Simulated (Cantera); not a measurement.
**Adiabatic ignition**

An adiabatic, constant-volume homogeneous reactor starts with 5.69 % CH₄, 2.96 % CO, 19.2 % O₂, 72.2 % N₂, equivalence ratio 0.67, at 1425 K and 180 Torr.

Detailed kinetics in Cantera: GRI-Mech 3.0 (53 species, 325 reactions).

```
t (s)     T (K)  P (bar)   x CH₄    x CO    x O₂   x CH₂CO    x NO₂     x OH
--------  -----  -------  ------  ------  ------  --------  -------  -------
4.00e-6    1425    0.240  0.0569  0.0296   0.192    <1e-12   <1e-12  2.02e-9
1.55e-5    1425    0.240  0.0569  0.0296   0.192    <1e-12   <1e-12  5.45e-9
5.99e-5    1425    0.240  0.0568  0.0296   0.192  1.66e-12   <1e-12  8.12e-9
0.000232   1425    0.240  0.0568  0.0296   0.192  2.97e-11   <1e-12  1.88e-8
0.000896   1425    0.240  0.0568  0.0296   0.192  6.59e-10   <1e-12  7.31e-8
0.00346    1428    0.241  0.0562  0.0296   0.191   1.25e-7   <1e-12  1.09e-6
0.0134     2628    0.449  <1e-12  0.0251  0.0643    <1e-12  2.89e-6   0.0187
0.0518     2623    0.448  <1e-12  0.0249  0.0622    <1e-12  4.17e-6   0.0183
0.200      2623    0.448  <1e-12  0.0249  0.0622    <1e-12  4.17e-6   0.0183
0.776      2623    0.448  <1e-12  0.0249  0.0622    <1e-12  4.17e-6   0.0183
3.00       2623    0.448  <1e-12  0.0249  0.0622    <1e-12  4.17e-6   0.0183
```
x: mole fraction; the columns are a selection and need not sum to one.

| Property | Result |
|---|---|
| time of steepest temperature rise | 6.05 ms |
| temperature at 3.00 s | 2623 K |
| equilibrium temperature | 2623 K |
| x(CH₄) at 3.00 s | <1e-12 (gas-phase equilibrium <1e-12) |
| x(CO) at 3.00 s | 0.0249 (gas-phase equilibrium 0.0249) |
| x(O₂) at 3.00 s | 0.0622 (gas-phase equilibrium 0.0622) |
